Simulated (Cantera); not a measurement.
Mixture: 9.78 % CH₄, 0.704 % C₂H₆, 1.86 % C₃H₈, 18.4 % O₂, 69.3 % N₂, equivalence ratio 1.7, at 900 Torr, adiabatic and at constant pressure. Ignition delay is the time to a rise of 400 K.

Detailed kinetics in Cantera: GRI-Mech 3.0 (53 species, 325 reactions). GRI-Mech 3.0 was tuned for natural gas; its chemistry of propane as a main component is partial and can be far from experiment.

Question: Predict: delay at 1000 K; delay at 1100 K; delay at 1200 K; delay at 1300 K; apparent activation energy between 1250 and 1350 K.

Answer: 
- delay at 1000 K: 0.189 s
- delay at 1100 K: 36.5 ms
- delay at 1200 K: 6.60 ms
- delay at 1300 K: 1.38 ms
- apparent activation energy between 1250 and 1350 K: 200 kJ/mol
